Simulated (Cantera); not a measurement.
What does this Cantera script print?

```python
import numpy as np
import cantera as ct

gas = ct.Solution("gri30.yaml")
gas.TPX = 1625, 101325, {'CO': 2.9, 'H2': 0.19, 'O2': 1.92, 'N2': 7.22}
reactor = ct.IdealGasReactor(gas, energy="on", clone=False)
net = ct.ReactorNet([reactor])
net.rtol, net.atol = 1e-08, 1e-16
show = ['CO', 'H2', 'O2', 'O', 'H2O2', 'NO']
times = np.geomspace(2e-06, 0.3, 12)

steps = ct.SolutionArray(gas, extra=["t"])
rows = []
print(f"{'t/s':>10s}{'T/K':>9s}{'P/Pa':>11s}" + "".join(f"{s:>11s}" for s in show))
for t in times:
    while net.time < t:
        t_next = net.step()
        steps.append(gas.state, t=t_next)
    rows.append([np.interp(t, steps.t, y) for y in (steps.T, steps.P, *steps(*show).X.T)])
    print(f"{t:10.3e}{rows[-1][0]:9.1f}{rows[-1][1]:11.4g}" + "".join(f"{x:11.3e}" for x in rows[-1][2:]))
rate = np.gradient(steps.T, steps.t)
print("integrator steps:", len(steps.t))
if steps.T.max() > steps.T[0] + 200:
    print(f"time of steepest temperature rise: {steps.t[rate.argmax()]:.4e} s")
gas.TPX = 1625, 101325, {'CO': 2.9, 'H2': 0.19, 'O2': 1.92, 'N2': 7.22}
gas.equilibrate("UV")
print(f"equilibrium (UV): T = {gas.T:.1f} K  " + "  ".join(f"{s} {gas[s].X[0]:.3e}" for s in show))
```

Output:

```
       t/s      T/K       P/Pa         CO         H2         O2          O       H2O2         NO
 2.000e-06   1625.0  1.013e+05  2.371e-01  1.554e-02  1.570e-01  5.804e-07  1.333e-10  3.071e-14
 5.910e-06   1625.0  1.013e+05  2.371e-01  1.553e-02  1.570e-01  4.466e-06  6.783e-10  5.177e-13
 1.746e-05   1626.3  1.014e+05  2.363e-01  1.427e-02  1.555e-01  8.997e-04  5.224e-08  5.734e-10
 5.160e-05   1868.3  1.154e+05  1.675e-01  1.084e-03  9.512e-02  4.462e-02  1.295e-07  1.213e-05
 1.525e-04   2407.6  1.441e+05  1.282e-01  1.243e-03  7.929e-02  3.428e-02  3.883e-08  3.089e-04
 4.506e-04   2837.8  1.652e+05  1.016e-01  9.310e-04  7.157e-02  1.681e-02  4.271e-08  5.279e-03
 1.332e-03   2869.2  1.663e+05  9.744e-02  9.017e-04  6.522e-02  1.418e-02  4.816e-08  1.668e-02
 3.935e-03   2866.3  1.661e+05  9.720e-02  9.043e-04  6.376e-02  1.381e-02  4.773e-08  1.980e-02
 1.163e-02   2866.3  1.661e+05  9.720e-02  9.043e-04  6.374e-02  1.381e-02  4.772e-08  1.983e-02
 3.436e-02   2866.3  1.661e+05  9.720e-02  9.043e-04  6.374e-02  1.381e-02  4.772e-08  1.983e-02
 1.015e-01   2866.3  1.661e+05  9.720e-02  9.043e-04  6.374e-02  1.381e-02  4.772e-08  1.983e-02
 3.000e-01   2866.3  1.661e+05  9.720e-02  9.043e-04  6.374e-02  1.381e-02  4.772e-08  1.983e-02
integrator steps: 1187
time of steepest temperature rise: 4.7405e-05 s
equilibrium (UV): T = 2866.3 K  CO 9.720e-02  H2 9.043e-04  O2 6.374e-02  O 1.381e-02  H2O2 4.772e-08  NO 1.983e-02
```

Cantera simulation using GRI-Mech 3.0 (53 species, 325 reactions); the numbers are that mechanism's predictions, not measurements.
